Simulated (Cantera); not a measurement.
Feed: 1 mol Ta2O5, 6.7 mol H2, at 0.00320 bar.

Method: chemical equilibrium by Gibbs-energy minimisation in Cantera with the NASA 1993 tables (ideal gas, pure condensed phases). Candidate condensed phases: H2O, Ta, Ta2O5; 12 gas species. Mutual solubility and eutectic melting of coexisting phases are not modelled. Condensed phases not in the tables: N, O or C dissolved in the metal. The numbers say what is thermodynamically allowed, not how fast it happens.

Question: At 1773 K, list the 3 most abundant gas species with their mole fractions, and the condensed phases.

Answer: H2 0.994, H 0.00501, H2O 0.000589. Condensed: Ta(s) + Ta2O5(s).
